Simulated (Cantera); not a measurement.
Carbothermic reduction: SiO₂ + CO

Feed: 1 mol SiO₂, a varied amount of CO, held at 13.3 mbar.

Equilibrium computed with Cantera from the NASA thermochemical tables; the gas is ideal and each condensed phase is pure. Candidate condensed phases: C, Si, SiC, SiO₂; 20 gas species. The tables hold silica as quartz up to 1696 K and as liquid above; real silica turns to tridymite and cristobalite and melts near 1996 K. Equilibrium is a limit: real reactors are often held back by kinetics, nucleation or transport.

**Question.** Map the stable condensed phases over T = 1875, 1925, 1975, 2025, 2075, 2125, 2175, 2225, 2275, 2325, 2375, 2425, 2475 K and n(CO) in mol = 1.3, 2, 3.2, 5, 7.9, 12, 19.

**Answer.** 
```
T in K \ n(CO) in mol
         1.3   2 3.2   5 7.9  12  19
   2475    A   B   B   B   B   B   B
   2425    A   A   B   B   B   B   B
   2375    A   A   B   B   B   B   B
   2325    A   A   A   B   B   B   B
   2275    A   A   A   B   B   B   B
   2225    A   A   A   A   B   B   B
   2175    A   A   A   A   A   B   B
   2125    A   A   A   A   A   A   B
   2075    A   A   A   A   A   A   B
   2025    A   A   A   A   A   A   A
   1975    A   A   A   A   A   A   A
   1925    A   A   A   A   A   A   A
   1875    A   A   A   A   A   A   A
```
A: SiO₂; B: gas only.
